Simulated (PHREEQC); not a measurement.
2.4 g of hydrous ferric oxide (600 m²/g; 0.2 weak and 0.005 strong sites per Fe, Dzombak-Morel constants, diffuse double layer) in 1 kg of water with 0.005 mol/kgw of an inert sodium salt and 0.047 mmol/kgw NiCl2, at 25 °C; the pH is set by adding NaOH or the inert anion's acid. Oxygen alone is held at its pressure in air (log pO2 = -0.68). CO2 from the air is kept out. No solid was allowed to form.

Base run: PHREEQC, ion-association model, wateq4f.dat. Each further column changes one thing. The table gives surface potential ψ (mV).

```json
[
 {"pH": "3", "base": "209", "background salt from 0.005 to 0.0005 mol/kgw": "___", "oxide from 2.4 to 12 g/kgw": "___", "0.0052 mol/kgw SrCl2 added": "186"},
 {"pH": "4.5", "base": "175", "background salt from 0.005 to 0.0005 mol/kgw": "___", "oxide from 2.4 to 12 g/kgw": "168", "0.0052 mol/kgw SrCl2 added": "___"},
 {"pH": "5.5", "base": "136", "background salt from 0.005 to 0.0005 mol/kgw": "146", "oxide from 2.4 to 12 g/kgw": "134", "0.0052 mol/kgw SrCl2 added": "126"},
 {"pH": "7", "base": "63", "background salt from 0.005 to 0.0005 mol/kgw": "65", "oxide from 2.4 to 12 g/kgw": "62", "0.0052 mol/kgw SrCl2 added": "62"},
 {"pH": "8.5", "base": "-21", "background salt from 0.005 to 0.0005 mol/kgw": "-22", "oxide from 2.4 to 12 g/kgw": "-22", "0.0052 mol/kgw SrCl2 added": "0"},
 {"pH": "9.5", "base": "-76", "background salt from 0.005 to 0.0005 mol/kgw": "___", "oxide from 2.4 to 12 g/kgw": "-76", "0.0052 mol/kgw SrCl2 added": "-10"},
 {"pH": "11", "base": "-146", "background salt from 0.005 to 0.0005 mol/kgw": "___", "oxide from 2.4 to 12 g/kgw": "-144", "0.0052 mol/kgw SrCl2 added": "-15"}
]
```

Task: Complete the blanks.

Result: 
- 3, background salt from 0.005 to 0.0005 mol/kgw: 224
- 3, oxide from 2.4 to 12 g/kgw: 192
- 4.5, background salt from 0.005 to 0.0005 mol/kgw: 189
- 4.5, 0.0052 mol/kgw SrCl2 added: 160
- 9.5, background salt from 0.005 to 0.0005 mol/kgw: -79
- 11, background salt from 0.005 to 0.0005 mol/kgw: -154

The oxide is taken as insoluble; below pH 4 it would dissolve. In at least one series the solution becomes supersaturated in solids that the run did not let form, among them Ni(OH)2.
